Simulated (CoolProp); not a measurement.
Properties of methane along the isobar 4.23 MPa.

The numbers come from the reference Helmholtz-energy equation of state, Setzmann 1991 in CoolProp.

```csv
T (°C),phase,cp (kJ/(kg K)),isothermal compressibility (1/MPa),expansivity (1/kK),conductivity (mW/(m K))
-91.25,liquid,6.516,0.04326,17.42,86.9
-63.35,gas,[?],0.3487,[?],[?]
-35.45,gas,2.816,0.2868,7.426,31.3
-7.55,gas,2.592,0.2654,5.522,33.7
20.35,gas,2.517,0.2547,[?],36.8
48.25,gas,2.509,0.2483,3.833,40.3
76.15,gas,2.540,[?],3.365,44.2
104.05,gas,2.595,0.2415,3.013,48.4
131.95,gas,2.666,0.2395,2.736,53.0
159.85,gas,2.747,0.2380,2.510,57.8
187.75,gas,2.836,0.2370,2.323,62.8
215.65,gas,2.929,0.2361,2.165,[?]
```

**Question.** Complete the blanks.

**Answer.** 
- -63.35, cp (kJ/(kg K)): 3.598
- -63.35, expansivity (1/kK): 12.74
- -63.35, conductivity (mW/(m K)): 30.7
- 20.35, expansivity (1/kK): 4.494
- 76.15, isothermal compressibility (1/MPa): 0.2443
- 215.65, conductivity (mW/(m K)): 68.0

Thermal conductivity comes from a separate model (Friend 1989).
